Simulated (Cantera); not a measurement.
A perfectly stirred reactor is fed with 12.8 % N2O, 0.141 % H2, 87.1 % N2, at 0.290 bar; it is held at 1600 K, and followed from long to short residence time.

Model: GRI-Mech 3.0 (53 species, 325 reactions), integrated in Cantera. GRI-Mech 3.0 was tuned for natural gas; its chemistry of N2O as a main component is partial and can be far from experiment. The temperature is held fixed by assumption; the heat of reaction is taken as removed at once.

x: mole fraction; the columns are a selection and need not sum to one.

| τ (s) | x N2O | x H2 | x HO2 | x NO | x H2O2 |
|---|---|---|---|---|---|
| 3.9 | 0.000925 | [?] | 4.00e-8 | 0.0138 | 3.62e-10 |
| 0.80 | 0.00372 | [?] | 6.09e-8 | 0.0197 | 5.94e-10 |
| 0.16 | 0.0145 | [?] | 1.14e-7 | 0.0224 | 8.62e-10 |
| 0.033 | 0.0466 | [?] | 3.24e-7 | 0.0179 | 1.20e-9 |
| 0.0067 | 0.0934 | [?] | 1.24e-6 | 0.00775 | 2.08e-9 |
| 0.0014 | 0.118 | [?] | 3.30e-6 | 0.00198 | 4.40e-9 |
| 0.00028 | 0.126 | [?] | 4.01e-6 | 0.000386 | 4.96e-9 |

Problem. Some entries are withheld; supply them.

Solution. 
- 3.9, x H2: 8.99e-7
- 0.80, x H2: 2.26e-6
- 0.16, x H2: 6.62e-6
- 0.033, x H2: 2.37e-5
- 0.0067, x H2: 9.43e-5
- 0.0014, x H2: 0.000327
- 0.00028, x H2: 0.000879
